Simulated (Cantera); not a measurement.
A perfectly stirred reactor is fed with NO : N₂ = 1 : 3.5 (molar parts), at 128 Torr; it is held at 2125 K, and followed from long to short residence time.

Detailed kinetics in Cantera: GRI-Mech 3.0 (53 species, 325 reactions).

One state of this run: x NO = 0.219; x O₂ = 0.00136; x O = 0.000297; x N₂O = 2.21e-5; x N₂ = 0.779; x NO₂ = 1.81e-5. x: mole fraction; the columns are a selection and need not sum to one.

Task: Which value of τ (s) does it belong to?
A) 0.0011
B) 0.15
C) 4.1
D) 0.030

Result: D, 0.030
